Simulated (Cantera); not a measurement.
A perfectly stirred reactor is fed with CH4 : H2 : O2 : N2 = 1 : 0.15 : 1.3 : 5.32 (molar parts), equivalence ratio 1.6, at 3600 Torr; it is adiabatic with a 425 K inlet, and is followed from long to short residence time, starting on the burning branch (τ in s: 0.16, 0.067, 0.027, 0.011, 0.0044, 0.0018, 0.00073, 0.00029, 0.00012, 4.8e-05, 2e-05, 7.9e-06).

Model: GRI-Mech 3.0 (53 species, 325 reactions), integrated in Cantera.

| quantity | before | after |
|---|---|---|
| blow-out, bracketed by the residence times tried | burning at 0.730 ms, out at 0.290 ms | burning at 48.0 µs, out at 20.0 µs |
| x(CH4) at τ = 0.160 s | 0.00317 | 1.17e-6 |
| x(H2) at τ = 0.160 s | 0.0864 | 0.00329 |
| x(O2) at τ = 0.160 s | 0.000133 | 0.00234 |
| x(NO) at τ = 0.160 s | 4.84e-6 | 0.00109 |
| x(CH2CO) at τ = 0.160 s | 3.91e-6 | 6.81e-10 |
| x(CH4) at τ = 0.730 ms | 0.0178 | 7.37e-5 |
| x(H2) at τ = 0.730 ms | 0.0521 | 0.00717 |
| x(O2) at τ = 0.730 ms | 0.0164 | 0.00836 |
| x(NO) at τ = 0.730 ms | 3.65e-7 | 0.000274 |
| x(CH2CO) at τ = 0.730 ms | 0.000324 | 1.25e-7 |

Task: What was changed between the two runs?
A) CH4 1 to 0.62 parts
B) inlet temperature 425 to 325 K
C) inlet temperature 425 to 523 K
D) pressure from 3600 Torr to 750 Torr

Result: A, CH4 1 to 0.62 parts
